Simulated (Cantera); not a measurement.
A perfectly stirred reactor is fed with NH₃ : N₂ = 1 : 0.15 (molar parts), at 0.0170 bar; it is held at 2375 K, and followed from long to short residence time.

Cantera simulation using the gas-phase N/H chemistry of the illustrative SiF4/NH3 mechanism in the Surface Chemkin manual (1991); the numbers are that mechanism's predictions, not measurements. Walls and surfaces, which speed up NH3 decomposition in real reactors, are not modelled.

One state of this run: x NH₃ = 0.826; x N = 1.49e-6; x N₂H₄ = 2.38e-8; x N₂H₂ = 3.15e-5; x H₂ = 0.0308; x NH₂ = 0.00619; x NH = 8.85e-5. x: mole fraction; the columns are a selection and need not sum to one.

Problem. Which value of τ (s) does it belong to?
(A) 1.9
(B) 0.033
(C) 0.00058
(D) 0.0022

Solution. D, 0.0022
